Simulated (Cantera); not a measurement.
A perfectly stirred reactor is fed with H₂ : O₂ = 0.02 : 1 (molar parts), equivalence ratio 0.010, at 220 Pa; it is held at 1425 K, and followed from long to short residence time.

Model: GRI-Mech 3.0 (53 species, 325 reactions), integrated in Cantera. Radical loss at walls, strong at low pressure, is not modelled.

Problem. What does this change do: 0.043 parts H2O added?

Solution. 
```json
[
 {"quantity": "x(H₂) at τ = 2.30 s", "before": "0.000135", "after": "0.000292"},
 {"quantity": "x(O₂) at τ = 2.30 s", "before": "0.965", "after": "0.929"},
 {"quantity": "x(HO₂) at τ = 2.30 s", "before": "1.10e-7", "after": "1.93e-7"},
 {"quantity": "x(H₂O₂) at τ = 2.30 s", "before": "2.94e-9", "after": "6.28e-9"},
 {"quantity": "x(O) at τ = 2.30 s", "before": "0.0133", "after": "0.00944"},
 {"quantity": "x(H₂) at τ = 98.0 ms", "before": "0.000484", "after": "0.000687"},
 {"quantity": "x(O₂) at τ = 98.0 ms", "before": "0.963", "after": "0.924"},
 {"quantity": "x(HO₂) at τ = 98.0 ms", "before": "1.29e-7", "after": "2.31e-7"},
 {"quantity": "x(H₂O₂) at τ = 98.0 ms", "before": "3.56e-9", "after": "7.36e-9"},
 {"quantity": "x(O) at τ = 98.0 ms", "before": "0.0158", "after": "0.0134"}
]
```
